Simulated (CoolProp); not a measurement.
Model: reference Helmholtz-energy equation of state, Tillner-Roth 1997, in CoolProp.

Task: For CH2F2 (R32), give the phase and the cp (kJ/(kg K)), speed of sound (m/s), Joule-Thomson coefficient (K/MPa), Prandtl number at 353.9 K and 1.01 bar.

Result: 
- 353.9 K and 1.01 bar: gas; cp 0.922, speed of sound 261, Joule-Thomson coefficient 14.5, Prandtl number 0.798

Viscosity comes from a separate model (Bell 2016), an estimate that may be off by 10 % or more. Thermal conductivity comes from a separate model (Huber 2003), an estimate that may be off by 10 % or more.
